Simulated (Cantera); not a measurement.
Input (Python, Cantera) and output of one run.

```python
import numpy as np
import cantera as ct

gas_names = """
    CL CL2 H HCL H2 N NH NH2 NH3 N2 N2H2 N2H4 Si SiCL SiCL2 SiCL3 SiCL4 SiH SiHCL3 SiH2 SiH2CL2 SiH3
    SiH3CL SiH4 SiN Si2 Si2N Si3
""".split()
cond_names = """
    NH4CL(a) NH4CL(b) Si(cr) Si(L) Si3N4(a)
""".split()


def load(file, names, dense=False):
    # The tables refer to 1 bar. Condensed volumes are neglected.
    table = {s.name: s for s in ct.Species.list_from_file(file)}
    out = []
    for n in names:
        d = dict(table[n].input_data)
        d["thermo"] = dict(d["thermo"], **{"reference-pressure": 1e5})
        if dense:
            d["equation-of-state"] = {"model": "constant-volume", "density": "1e6 g/cm^3"}
        out.append(ct.Species.from_dict(d))
    return out


gas = ct.Solution(thermo="ideal-gas", species=load("nasa_gas.yaml", gas_names))
cond = {s.name: ct.Solution(thermo="fixed-stoichiometry", species=[s], name=s.name)
        for s in load("nasa_condensed.yaml", cond_names, dense=True)}
atoms = {
    'SiHCl3': {'Si': 1, 'H': 1, 'CL': 3},
    'Cl2': {'CL': 2},
    'N2': {'N': 2},
}
top_T = {'Si3N4(a)': 2400}  # K; cautious upper limits of use, not melting points


def equilibrate(T, P, feed):
    n = {}
    for name, mol in feed.items():
        for a, k in atoms[name].items():
            n[a] = n.get(a, 0.0) + k * mol
    gas.TPX = T, P, n
    mass = sum(n.values()) * gas.mean_molecular_weight
    gas.equilibrate("TP")
    valid = [c for c in cond.values() if c.min_temp <= T <= top_T.get(c.name, c.max_temp)]
    mix = ct.Mixture([(gas, mass / gas.mean_molecular_weight)] + [(c, 0.0) for c in valid])
    mix.T, mix.P = T, P
    mix.equilibrate("TP", solver="vcs", rtol=1e-11, max_steps=5000)
    return mix


results = []
feed = {'SiHCl3': 1, 'Cl2': 0.0059, 'N2': 77}  # mol
T = 1198  # K
P = 2300  # Pa
mix = equilibrate(T, P, feed)
results.append((T, P, feed, dict(zip(mix.species_names, mix.species_moles))))
x = sorted(zip(gas.X, gas.species_names), reverse=True)
print(f"T = {T:g} K  P = {P:g} Pa  gas = {mix.phase_moles(0):.4g} mol")
print("   x: " + "  ".join(f"{s} {v:.3e}" for v, s in x if v > 1e-06))
print("   condensed (mol): " + ("  ".join(f"{mix.phase(i).name} {mix.phase_moles(i):.4g}"
      for i in range(1, mix.n_phases) if mix.phase_moles(i) > 1e-12) or "none"))
```

Output:

```
T = 1198 K  P = 2300 Pa  gas = 78.18 mol
   x: N2 9.809e-01  HCL 1.202e-02  SiCL4 6.373e-03  H2 3.849e-04  SiCL3 2.671e-04  SiCL2 9.901e-05  SiHCL3 5.492e-06
   condensed (mol): Si3N4(a) 0.1576
```

Method: chemical equilibrium by Gibbs-energy minimisation in Cantera with the NASA 1993 tables (ideal gas, pure condensed phases). N2 is the only nitrogen source here; it is nearly inert below about 1500 K, so the nitride shown seldom forms there in practice. The tables' values for SiCl3 are old estimates; treat these amounts as uncertain.
